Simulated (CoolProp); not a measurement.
Vapour-liquid equilibrium of cyclohexane (1) + n-nonane (2) at 0.0545 MPa; x and y are mole fractions of (1).

Values from CoolProp's multi-fluid Helmholtz-energy mixture model, Zhou 2014 and Lemmon 2006; pair parameters Bell 2016.

Problem. Give the bubble temperature and the first vapour's composition at x = 0.35, 0.65, 0.8. Is there an azeotrope?

Solution. x = 0.35: 363.3 K, y = 0.817; x = 0.65: 346.9 K, y = 0.949; x = 0.8: 340.9 K, y = 0.978. No azeotrope shows between x = 0.05 and 0.95.

The pair parameters rest on a limited set of measurements; away from them the model extrapolates.
